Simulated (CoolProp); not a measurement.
Acetone along the isobar 6.11 MPa: Z from the reference equation and from simpler models built on Tc = 508.1 K, pc = 4.692 MPa, ω = 0.307; each cubic takes its own stable root.

Model: reference Helmholtz-energy equation of state, Lemmon 2006, in CoolProp. It is a short technical equation, of lower accuracy than the large ones.

```
T (K)          phase  reference  van der Waals  Redlich-Kwong  Peng-Robinson
-----  -------------  ---------  -------------  -------------  -------------
478.6         liquid     0.1663         0.2989         0.2315         0.1989
486.5         liquid     0.1697         0.3024         0.2377         0.2057
494.4         liquid     0.1743         0.3071         0.2456         0.2148
502.4         liquid     0.1810         0.3134         0.2564         0.2278
510.3  supercritical     0.1912         0.3220         0.2713         0.2470
518.2  supercritical     0.2107         0.3339         0.2936         0.2798
526.2  supercritical     0.2699         0.3516         0.3316         0.3441
534.1  supercritical     0.3884         0.3790         0.3948         0.4284
542.1  supercritical     0.4685         0.4236         0.4646         0.4944
550    supercritical     0.5231         0.4784         0.5181         0.5434
```
